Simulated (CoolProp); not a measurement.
Properties of dodecamethylpentasiloxane (MD3M) along the isotherm 346.85 °C (Tc = 354.9 °C, pc = 954.0 kPa, ω = 0.730).

Model: reference Helmholtz-energy equation of state, Thol 2019, in CoolProp.

```
p (kPa)   phase  density (kg/m³)  Joule-Thomson coefficient (K/MPa)  isothermal compressibility (1/MPa)  expansivity (1/kK)  fugacity coefficient
-------  ------  ---------------  ---------------------------------  ----------------------------------  ------------------  --------------------
217         gas            17.87                              12.56                               5.115               2.385                0.9135
434         gas            40.60                              15.59                               2.993               3.845                0.8291
650         gas            73.39                              22.11                               2.678               7.690                0.7458
867      liquid            409.8                              10.08                              0.7822               22.84                0.6528
1080     liquid            446.3                              4.022                              0.2404               9.318                0.5438
1300     liquid            465.0                              2.624                              0.1474               6.628                0.4683
1520     liquid            478.0                              1.961                              0.1079               5.383                0.4147
1730     liquid            487.7                              1.576                             0.08653               4.665                0.3764
1950     liquid            496.3                              1.300                             0.07197               4.150                0.3453
2170     liquid            503.6                              1.099                             0.06179               3.773                0.3206
2380     liquid            509.8                             0.9508                             0.05454               3.494                0.3015
```
